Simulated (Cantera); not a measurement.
Diamond growth

A diamond (100) surface in a fixed gas of H2 with x(CH4) = 0.0081, x(CH3) = 2.9e-05, at 1000 K, 0.0188 atm; coverages are run to steady state.

Computed with Cantera and the Harris–Goodwin 1993 mechanism for the reconstructed diamond (100) surface.

| x(H) | growth (µm/h) | θ c6HH | θ c6H* | θ c6*H | θ c6** | θ c6HM |
|---|---|---|---|---|---|---|
| 0.0001 | 0.0394 | 0.615 | 0.0164 | 0.336 | 0.00476 | 0.0201 |
| 0.00021 | 0.0762 | 0.599 | 0.0172 | 0.351 | 0.00656 | 0.0189 |
| 0.00046 | 0.131 | 0.593 | 0.0176 | 0.361 | 0.00799 | 0.0151 |
| 0.00099 | 0.187 | 0.592 | 0.0179 | 0.367 | 0.00887 | 0.0102 |
| 0.0021 | 0.232 | 0.594 | 0.0181 | 0.371 | 0.00935 | 0.00596 |
| 0.0046 | 0.262 | 0.595 | 0.0182 | 0.373 | 0.00961 | 0.00308 |
| 0.0099 | 0.278 | 0.596 | 0.0183 | 0.374 | 0.00974 | 0.00152 |
| 0.021 | 0.286 | 0.596 | 0.0184 | 0.375 | 0.00981 | 0.000738 |
| 0.045 | 0.290 | 0.596 | 0.0185 | 0.375 | 0.00985 | 0.000349 |
θ: site fractions in the mechanism's names (c6HH fully hydrogenated, c6H* and c6*H radical sites, c6** diradical, c6HM methylated).
